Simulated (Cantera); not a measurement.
Charge: 1 mol Si, 0.062 mol H2O, 28 mol H2, 0.0011 mol O2, at 0.133 bar.

These are equilibrium values from Cantera (NASA tables, ideal gas, pure condensed phases), not measurements of a reactor. Candidate condensed phases: H2O, Si, SiO2; 18 gas species. Mutual solubility and eutectic melting of coexisting phases are not modelled. The tables hold silica as quartz up to 1696 K and as liquid above; real silica turns to tridymite and cristobalite and melts near 1996 K. Gases not in the tables: Si2H6 and higher silanes. Equilibrium is a limit: real reactors are often held back by kinetics, nucleation or transport.

What share of the Si ends up in condensed phases as a function of T (°C), at 627, 727, 827, 927, 1027, 1127, 1227, 1327, 1427, 1527, 1627, 1727, 1827, 1927?


```csv
T (°C),Si condensed (%),as
627,100.0,Si(s) + SiO2(β-quartz)
727,100.0,Si(s) + SiO2(β-quartz)
827,100.0,Si(s) + SiO2(β-quartz)
927,100.0,Si(s) + SiO2(β-quartz)
1027,99.8,Si(s) + SiO2(β-quartz)
1127,98.5,Si(s) + SiO2(β-quartz)
1227,93.6,Si(s)
1327,93.6,Si(s)
1427,93.5,Si(l)
1527,93.4,Si(l)
1627,93.1,Si(l)
1727,92.1,Si(l)
1827,89.6,Si(l)
1927,83.3,Si(l)
```
